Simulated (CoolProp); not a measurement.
A simple Rankine cycle with R236EA: condensing at 300.15 K, boiler at 0.945 MPa, turbine inlet 390.7 K, turbine efficiency 0.6, pump efficiency 0.6, no recuperator. Each further row changes one setting.

Values from CoolProp's reference Helmholtz-energy equation of state, Rui 2013.

```csv
case,thermal efficiency (%),net work (kJ/kg),heat in (kJ/kg),turbine exit temperature (K),volume ratio over the turbine
as stated,6.7,15.6,231,365.9,4.44
turbine inlet 410.7 K,6.6,16.7,253,386.5,4.37
condensing temperature 292.15 K,7.7,18.7,241,361.9,5.87
boiler pressure 0.661 MPa,5.2,12.3,235,373.0,3.03
turbine efficiency 0.5,5.5,12.8,231,368.7,4.47
```
